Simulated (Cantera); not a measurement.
A perfectly stirred reactor is fed with 5.64 % CH4, 18.2 % O2, 68.2 % N2, 7.90 % CO2, equivalence ratio 0.62, at 0.434 atm; it is adiabatic with a 700 K inlet, and is followed from long to short residence time, starting on the burning branch (τ in s: 0.22, 0.11, 0.057, 0.03, 0.015, 0.0078, 0.004, 0.0021, 0.0011, 0.00055, 0.00028, 0.00015, 7.5e-05).

Computed with Cantera and GRI-Mech 3.0 (53 species, 325 reactions).

x: mole fraction; the columns are a selection and need not sum to one.

```tsv
τ (s)	T (K)	x CH4	x O2	x CO2	x NO	x NO2	x C2H4	x HCO
0.22	1862	5.88e-6	0.0694	0.134	5.12e-5	3.50e-8	2.73e-10	1.60e-8
0.11	1854	9.28e-6	0.0695	0.133	3.87e-5	2.39e-8	5.23e-10	3.27e-8
0.057	1844	(withheld)	0.0698	0.132	(withheld)	(withheld)	9.13e-10	(withheld)
0.030	1830	2.16e-5	0.0701	0.131	2.28e-5	1.10e-8	1.53e-9	1.25e-7
0.015	1810	3.44e-5	0.0707	0.129	1.71e-5	7.08e-9	2.69e-9	2.53e-7
0.0078	1785	5.42e-5	0.0715	0.127	1.32e-5	4.79e-9	4.72e-9	4.90e-7
0.0040	1753	8.88e-5	0.0726	0.124	1.04e-5	3.34e-9	9.00e-9	9.54e-7
0.0021	1716	0.000149	0.0739	0.121	8.37e-6	2.44e-9	1.87e-8	1.79e-6
0.0011	1674	0.000262	0.0758	0.117	6.49e-6	1.77e-9	4.50e-8	3.36e-6
0.00055	1621	(withheld)	0.0788	0.112	(withheld)	(withheld)	(withheld)	(withheld)
0.00028	1558	0.00128	0.0843	0.105	2.41e-6	8.03e-10	7.92e-7	1.29e-5
0.00015	700	0.0564	0.182	0.0790	<1e-12	<1e-12	<1e-12	<1e-12
7.5e-5	700	0.0564	0.182	0.0790	<1e-12	<1e-12	<1e-12	<1e-12
```

Task: Some entries are withheld; supply them.

Result: 
- 0.057, x CH4: 1.42e-5
- 0.057, x NO: 2.97e-5
- 0.057, x NO2: 1.63e-8
- 0.057, x HCO: 6.44e-8
- 0.00055, x CH4: 0.000529
- 0.00055, x NO: 4.44e-6
- 0.00055, x NO2: 1.22e-9
- 0.00055, x C2H4: 1.48e-7
- 0.00055, x HCO: 6.57e-6
